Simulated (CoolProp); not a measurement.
Aqueous lithium chloride as a coolant, 12 % by mass, freezing at -16.1 °C, 1 atm.

Model: Melinder's fits for secondary coolants, in CoolProp.

```csv
T (°C),density (kg/m³),conductivity (W/(m K)),Prandtl number,cp (kJ/(kg K))
-10,1073,0.524,24.6,3.497
-1.3,1072,0.537,17.7,3.521
7.4,1070,0.550,13.4,3.544
16.1,1068,0.563,10.6,3.568
24.8,1066,0.576,8.53,3.592
33.5,1064,0.589,7.00,3.615
```
